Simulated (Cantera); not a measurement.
## Equilibrium for chlorosilane synthesis and conversion: SiCl4 + HCl + H2

Feed: 1 mol SiCl4, a varied amount of HCl, 0.44 mol H2, equilibrated at 1175 K and 2.20 bar.

Method: chemical equilibrium by Gibbs-energy minimisation in Cantera with the NASA 1993 tables (ideal gas, pure condensed phases). Candidate condensed phases: Si; 19 gas species. The tables' values for SiCl3 are old estimates; treat these amounts as uncertain. The numbers say what is thermodynamically allowed, not how fast it happens.

| n(HCl) (mol) | x HCl | x SiCl4 | x H2 | x SiHCl3 | x SiCl3 | x SiCl2 | x SiH2Cl2 |
|---|---|---|---|---|---|---|---|
| 0.51 | 0.272 | 0.501 | 0.215 | 0.00934 | 0.00159 | 4.95e-5 | 2.23e-5 |
| 0.99 | 0.412 | 0.406 | 0.176 | 0.00410 | 0.000774 | 1.44e-5 | 5.31e-6 |
| 1.5 | 0.513 | 0.337 | 0.147 | 0.00228 | 0.000471 | 6.43e-6 | 1.98e-6 |
| 1.9 | 0.571 | 0.297 | 0.130 | 0.00160 | 0.000351 | 4.04e-6 | 1.10e-6 |
| 2.4 | 0.626 | 0.259 | 0.113 | 0.00111 | 0.000260 | 2.55e-6 | 6.05e-7 |
| 2.9 | 0.669 | 0.229 | 0.100 | 0.000812 | 0.000203 | 1.75e-6 | 3.69e-7 |
| 3.4 | 0.703 | 0.206 | 0.0902 | 0.000622 | 0.000164 | 1.28e-6 | 2.41e-7 |
| 3.9 | 0.731 | 0.187 | 0.0818 | 0.000493 | 0.000136 | 9.74e-7 | 1.67e-7 |
| 4.3 | 0.750 | 0.174 | 0.0762 | 0.000416 | 0.000119 | 8.02e-7 | 1.28e-7 |
x: gas mole fraction; nothing condenses.

From 0.51 mol HCl to 4.3 mol HCl nothing is condensed. The main Si-bearing gas is SiCl4 throughout.
